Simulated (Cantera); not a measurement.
**PbO + CO + N2 (iron carbonyl, mercury and lead vapours)**

Feed: 1 mol PbO, 8.3 mol CO, 0.13 mol N2, at 0.133 bar.

Equilibrium computed with Cantera from the NASA thermochemical tables; the gas is ideal and each condensed phase is pure. Candidate condensed phases: C, Pb, PbO, PbO2, Pb3O4; 27 gas species. Kinetics and transport are ignored.

At 650 °C the condensed part is C(graphite) + Pb(l). From 700 °C to 1150 °C the condensed part is Pb(l). The main Pb-bearing gas is Pb throughout. The share of Pb in condensed phases is highest at 650 °C (100.0 %) and lowest at 1150 °C (22.6 %).

```
T (°C)   x CO  x CO2      x Pb    x N2     x Pb2     x PbO  n C(graphite)  n Pb(l)
------  -----  -----  --------  ------  --------  --------  -------------  -------
650     0.748  0.235   1.90e-5  0.0170  1.71e-11  2.39e-12          0.796    1.000
700     0.866  0.119   6.56e-5  0.0154  1.36e-10  1.03e-11              0    0.999
750     0.866  0.119  0.000200  0.0154  8.81e-10  8.08e-11              0    0.998
800     0.865  0.119  0.000548  0.0154   4.76e-9  5.22e-10              0    0.995
850     0.865  0.118   0.00137  0.0154   2.20e-8   2.85e-9              0    0.988
900     0.863  0.118   0.00316  0.0154   8.89e-8   1.34e-8              0    0.973
950     0.860  0.118   0.00681  0.0153   3.19e-7   5.54e-8              0    0.942
1000    0.854  0.117    0.0138  0.0152   1.03e-6   2.04e-7              0    0.882
1050    0.843  0.115    0.0264  0.0150   3.05e-6   6.81e-7              0    0.772
1100    0.824  0.113    0.0481  0.0147   8.30e-6   2.08e-6              0    0.574
1150    0.793  0.109    0.0841  0.0141   2.10e-5   5.84e-6              0    0.226
```
x: gas mole fraction; n: condensed amount in mol.
